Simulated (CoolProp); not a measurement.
Vapour-liquid equilibrium of propane (1) + neopentane (2) at 279.9 K; x and y are mole fractions of (1).

Values from CoolProp's multi-fluid Helmholtz-energy mixture model, Lemmon 2009 and Lemmon 2006; pair parameters Bell 2016.

Give the bubble pressure and the first vapour's composition at x = 0.575, 0.65, 0.95. Is there an azeotrope?

x = 0.575: 2.907 bar, y = 0.878; x = 0.65: 3.358 bar, y = 0.918; x = 0.95: 5.472 bar, y = 0.995. No azeotrope shows between x = 0.05 and 0.95.

Pair parameters are fitted to limited data, so mixtures are less certain than the pure fluids.
